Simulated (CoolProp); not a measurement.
A Linde-Hampson liquefier for methane: isothermal reversible compression at 290 K from 1 atm to 25 MPa, throttling to 1 atm, return gas leaving the recuperator 0 K below the feed. Each further row changes one setting.

The numbers come from the reference Helmholtz-energy equation of state, Setzmann 1991 in CoolProp.

```csv
case,liquid yield per pass,compression work (kJ/kg of gas)
as stated,0.241,774
high pressure 50 MPa,0.267,877
warm-end temperature 320 K,0.184,875
warm-end gap 5 K,0.231,774
```
